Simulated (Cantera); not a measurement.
A perfectly stirred reactor is fed with CH4 : H2O : H2 = 1 : 0.34 : 1.6 (molar parts), at 120 Torr; it is held at 1550 K, and followed from long to short residence time.

Detailed kinetics in Cantera: GRI-Mech 3.0 (53 species, 325 reactions). GRI-Mech 3.0 stops at C3 and has no aromatics, soot or wall deposition, so with more carbon than oxygen in the feed, carbon stays in small species such as C2H2 where larger ones or solid carbon would form.

x: mole fraction; the columns are a selection and need not sum to one.

```
τ (s)    x CH4   x H2O   x H2    x C2H4    x C2H6  x CH2CO     x HCO
------  ------  ------  -----  --------  --------  -------  --------
4.3     0.0974  0.0836  0.724   0.00191   2.01e-5  6.11e-6  1.97e-10
1.8      0.143  0.0944  0.687   0.00182   3.94e-5  5.87e-6  1.59e-10
0.76     0.198   0.102  0.646   0.00178   6.98e-5        …  1.67e-10
0.32     0.252   0.108  0.607   0.00182  0.000107        …  1.91e-10
0.13     0.294   0.112  0.576   0.00184  0.000141        …  2.11e-10
0.056    0.318   0.114  0.559   0.00169  0.000158        …  2.18e-10
0.024    0.331   0.115  0.550   0.00130  0.000159        …  2.07e-10
0.010    0.336   0.115  0.546  0.000741  0.000139        …  1.71e-10
0.0042   0.339   0.116  0.545  0.000278   9.69e-5        …  1.05e-10
```

Problem. Complete the blanks.

Solution. 
- 0.76, x CH2CO: 4.70e-6
- 0.32, x CH2CO: 3.08e-6
- 0.13, x CH2CO: 1.57e-6
- 0.056, x CH2CO: 6.51e-7
- 0.024, x CH2CO: 1.99e-7
- 0.010, x CH2CO: 3.61e-8
- 0.0042, x CH2CO: 3.13e-9
